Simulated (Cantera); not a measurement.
# Premixed flame

A freely propagating, adiabatic, planar premixed flame of 33.3 % H₂, 15.1 % O₂, 51.6 % N₂, equivalence ratio 1.1, unburnt at 650 K and 5.70 bar; mixture-averaged transport, grid criteria slope 0.08 and curve 0.16, no radiation.

Model: the H2/O2 subset of GRI-Mech 3.0, which has no nitrogen chemistry, integrated in Cantera. The hydrogen kinetics of GRI-Mech 3.0 are dated; newer H2 mechanisms differ, most at raised pressure. Burning velocities carry a grid error of a few per cent, more on coarse grids.

```tsv
z (mm)	T (K)	u (m/s)	x H₂	x O₂	x H₂O₂	x HO₂	x O	x H
-0.150	650	9.90	0.333	0.151	<1e-8	<1e-8	<1e-8	<1e-8
-0.100	650	9.90	0.333	0.151	<1e-8	<1e-8	<1e-8	<1e-8
-0.0752	650	9.90	0.333	0.151	<1e-8	<1e-8	<1e-8	<1e-8
-0.0501	650	9.90	0.332	0.151	<1e-8	8.69e-7	1.01e-8	<1e-8
-0.0251	678	10.2	0.323	0.153	8.05e-6	0.000466	9.62e-6	8.24e-5
-0.0125	949	13.8	0.280	0.147	6.16e-5	0.000826	0.000457	0.00434
0	1447	20.3	0.184	0.106	1.83e-5	0.000387	0.00451	0.0259
0.0125	1802	24.9	0.102	0.0519	4.56e-6	0.000165	0.00891	0.0438
0.0251	1986	27.3	0.0730	0.0284	2.89e-6	7.92e-5	0.00989	0.0444
0.0501	2174	29.5	0.0627	0.0177	1.80e-6	3.99e-5	0.00852	0.0351
0.100	2350	31.5	0.0584	0.0130	1.25e-6	2.26e-5	0.00584	0.0240
0.200	2501	33.2	0.0530	0.00916	9.41e-7	1.24e-5	0.00355	0.0153
0.401	2612	34.4	0.0474	0.00610	7.32e-7	6.87e-6	0.00206	0.00971
```
x: mole fraction of selected species; z is measured from the peak of heat release.

* **laminar burning velocity**: 990 cm/s
* **thermal thickness**: 0.0501 mm
* **peak x(H₂O₂)**: 6.26e-5
* **peak x(HO₂)**: 0.00101
* **peak x(O)**: 0.00990
* **peak x(H)**: 0.0455
